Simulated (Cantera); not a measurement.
SiHCl3 + NH3 + N2 (silicon nitride deposition)

Input: 1 mol SiHCl3, 0.11 mol NH3, 13 mol N2, equilibrated at 90.0 Torr.

Method: chemical equilibrium by Gibbs-energy minimisation in Cantera with the NASA 1993 tables (ideal gas, pure condensed phases). Candidate condensed phases: NH4Cl, Si, Si3N4; 28 gas species. The tables' values for SiCl3, SiCl are old estimates; treat these amounts as uncertain. Rates play no part.

```
T (K)   x N2   x HCl  x SiCl2    x H2  x SiCl3  n Si3N4(s)
-----  -----  ------  -------  ------  -------  ----------
1600   0.868  0.0691   0.0329  0.0101   0.0107      0.0740
1650   0.865  0.0647   0.0443  0.0119  0.00947      0.0417
1700   0.862  0.0594   0.0540  0.0143  0.00749      0.0126
1750   0.861  0.0575   0.0588  0.0151  0.00603           0
1800   0.860  0.0589   0.0599  0.0143  0.00517           0
1850   0.860  0.0599   0.0609  0.0137  0.00440           0
1900   0.859  0.0606   0.0617  0.0133  0.00374           0
1950   0.859  0.0610   0.0622  0.0130  0.00317           0
```
x: gas mole fraction; n: condensed amount in mol.

From 1600 K to 1700 K the condensed part is Si3N4(s). From 1750 K to 1950 K nothing is condensed. The main Si-bearing gas is SiCl2 throughout.
